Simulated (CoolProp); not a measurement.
A simple Rankine cycle with R245fa: condensing at 303.15 K, boiler at 1.42 MPa, turbine inlet 393.3 K, turbine efficiency 0.7, pump efficiency 0.7, no recuperator. Each further row changes one setting.

Computed with CoolProp (reference Helmholtz-energy equation of state, Akasaka 2015).

```tsv
case	thermal efficiency (%)	net work (kJ/kg)	heat in (kJ/kg)	turbine exit temperature (K)	volume ratio over the turbine
as stated	10.8	27.7	257	346.4	8.63
turbine inlet 413.3 K	10.7	30.2	281	368.6	8.31
condensing temperature 295.15 K	11.9	31.7	268	341.4	11.5
boiler pressure 0.994 MPa	9.3	24.5	265	357.6	5.71
turbine efficiency 0.6	9.2	23.6	257	350.7	8.75
```
